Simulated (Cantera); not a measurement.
Standard-state values (1 bar) from the NASA 1993 polynomials, evaluated with Cantera. Values are per mole of reaction as written; species without (g) are pure solids or liquids, kept so even where they would boil at 1 bar.

Question: Between 2125 and 2625 K, where is each reaction favourable under standard conditions?
- N2O(g) + 2 Cu = 2 N(g) + Cu2O

Answer: 
- N2O(g) + 2 Cu = 2 N(g) + Cu2O: ΔG° is 411 kJ at 2125 K and 329 kJ at 2625 K; it stays positive (K < 1). ΔH° is 762 kJ and ΔS° 165 J/K at 2625 K.
